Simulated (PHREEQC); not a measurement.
Make-up at 25 °C: 0.032 mol/kgw NaHCO3 and 5.5e-05 mol/kgw NH3. Closed to the air; pH follows from the charge balance.

All values are PHREEQC results (ion-association model, phreeqc.dat), not measurements.

Precipitation was switched off in this run.

Task: Predict the pH, specific conductance.

Result: pH 8.17; specific conductance 2660 µS/cm.

Task: In which forms is N present?

Result: NH4+ 94 %, NH3 6.5 % of the N.

Complexes and solids missing from the database can't appear.
